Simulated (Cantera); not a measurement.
Cantera run:

```python
import numpy as np
import cantera as ct

gas_names = """
    CL CL2 H HCL H2 Si SiCL SiCL2 SiCL3 SiCL4 SiH SiHCL3 SiH2 SiH2CL2 SiH3 SiH3CL SiH4 Si2 Si3
""".split()
cond_names = """
    Si(cr) Si(L)
""".split()


# ... load() reads the species with a 1 bar reference pressure and builds the phases ...
atoms = {
    'SiCl4': {'Si': 1, 'CL': 4},
    'Cl2': {'CL': 2},
    'H2': {'H': 2},
}
top_T = {}  # K; cautious upper limits of use, not melting points


# ... equilibrate(T, P, feed) seeds the gas with the atoms and calls Mixture.equilibrate('TP', solver="vcs", rtol=1e-11, max_steps=5000) ...
results = []
feed = {'SiCl4': 1, 'Cl2': 1.1, 'H2': 18}  # mol
P = 100000  # Pa
for T in [825, 900, 975, 1050, 1125, 1200, 1275, 1350, 1425, 1500, 1575]:
    mix = equilibrate(T, P, feed)
    results.append((T, P, feed, dict(zip(mix.species_names, mix.species_moles))))
    x = sorted(zip(gas.X, gas.species_names), reverse=True)
    print(f"T = {T:g} K  P = {P:g} Pa  gas = {mix.phase_moles(0):.4g} mol")
    print("   x: " + "  ".join(f"{s} {v:.3e}" for v, s in x if v > 1e-05))
    print("   condensed (mol): " + ("  ".join(f"{mix.phase(i).name} {mix.phase_moles(i):.4g}"
          for i in range(1, mix.n_phases) if mix.phase_moles(i) > 1e-12) or "none"))
```

It prints:

```
T = 825 K  P = 100000 Pa  gas = 20.1 mol
   x: H2 8.403e-01  HCL 1.099e-01  SiCL4 4.928e-02  SiHCL3 4.659e-04
   condensed (mol): none
T = 900 K  P = 100000 Pa  gas = 20.1 mol
   x: H2 8.397e-01  HCL 1.105e-01  SiCL4 4.869e-02  SiHCL3 1.051e-03
   condensed (mol): none
T = 975 K  P = 100000 Pa  gas = 20.1 mol
   x: H2 8.387e-01  HCL 1.115e-01  SiCL4 4.766e-02  SiHCL3 2.049e-03  SiCL3 2.799e-05
   condensed (mol): none
T = 1050 K  P = 100000 Pa  gas = 20.1 mol
   x: H2 8.371e-01  HCL 1.132e-01  SiCL4 4.605e-02  SiHCL3 3.536e-03  SiCL3 1.240e-04  SiH2CL2 3.095e-05
   condensed (mol): none
T = 1125 K  P = 100000 Pa  gas = 20.11 mol
   x: H2 8.347e-01  HCL 1.156e-01  SiCL4 4.369e-02  SiHCL3 5.478e-03  SiCL3 4.341e-04  SiH2CL2 8.430e-05  SiCL2 5.309e-05
   condensed (mol): none
T = 1200 K  P = 100000 Pa  gas = 20.12 mol
   x: H2 8.310e-01  HCL 1.193e-01  SiCL4 4.031e-02  SiHCL3 7.640e-03  SiCL3 1.235e-03  SiCL2 3.316e-04  SiH2CL2 1.896e-04
   condensed (mol): none
T = 1275 K  P = 100000 Pa  gas = 20.16 mol
   x: H2 8.253e-01  HCL 1.251e-01  SiCL4 3.546e-02  SiHCL3 9.439e-03  SiCL3 2.859e-03  SiCL2 1.499e-03  SiH2CL2 3.483e-04
   condensed (mol): none
T = 1350 K  P = 100000 Pa  gas = 20.25 mol
   x: H2 8.160e-01  HCL 1.346e-01  SiCL4 2.875e-02  SiHCL3 9.979e-03  SiCL3 5.287e-03  SiCL2 4.850e-03  SiH2CL2 5.051e-04
   condensed (mol): none
T = 1425 K  P = 100000 Pa  gas = 20.41 mol
   x: H2 8.031e-01  HCL 1.479e-01  SiCL4 2.070e-02  SiCL2 1.124e-02  SiHCL3 8.791e-03  SiCL3 7.691e-03  SiH2CL2 5.699e-04  SiH3CL 1.069e-05
   condensed (mol): none
T = 1500 K  P = 100000 Pa  gas = 20.6 mol
   x: H2 7.889e-01  HCL 1.626e-01  SiCL2 1.962e-02  SiCL4 1.295e-02  SiCL3 8.944e-03  SiHCL3 6.508e-03  SiH2CL2 5.202e-04  H 1.563e-05  SiH3CL 1.220e-05
   condensed (mol): none
T = 1575 K  P = 100000 Pa  gas = 20.77 mol
   x: H2 7.766e-01  HCL 1.752e-01  SiCL2 2.774e-02  SiCL3 8.680e-03  SiCL4 7.108e-03  SiHCL3 4.205e-03  SiH2CL2 4.106e-04  H 3.662e-05  SiH3CL 1.193e-05
   condensed (mol): none
```

Equilibrium computed with Cantera from the NASA thermochemical tables; the gas is ideal and each condensed phase is pure. The tables' values for SiCl3 are old estimates; treat these amounts as uncertain.
